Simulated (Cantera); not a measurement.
Mixture: 18.1 % CH4, 17.2 % O2, 64.7 % N2, equivalence ratio 2.1, at 1.00 atm, adiabatic and at constant volume. Ignition delay is the time to a rise of 400 K.

Detailed kinetics in Cantera: GRI-Mech 3.0 (53 species, 325 reactions).

### Question
Predict: delay at 1150 K; delay at 1300 K; delay at 1450 K; delay at 1600 K; apparent activation energy between 1525 and 1675 K.

### Answer
| Quantity | Value |
|---|---|
| delay at 1150 K | 0.134 s |
| delay at 1300 K | 16.2 ms |
| delay at 1450 K | 2.59 ms |
| delay at 1600 K | 0.549 ms |
| apparent activation energy between 1525 and 1675 K | 200 kJ/mol |
